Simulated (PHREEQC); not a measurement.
**Silver or lead bath**

Dissolve 0.0003 mol Ag2SO4, 0.056 mol KNO3 and 0.00051 mol Cu(NO3)2 per kg of water at 25 °C. Closed to the air; pH follows from the charge balance.

Computed with PHREEQC (ion-association model, wateq4f.dat).

No solid was allowed to form.

**Question.** Estimate the pH.

**Answer.** pH 5.54.

**Question.** In which forms is Cu present?

**Answer.** Cu+2 98 %, CuSO4 1.0 % of the Cu.

Species that the database lacks are ignored.
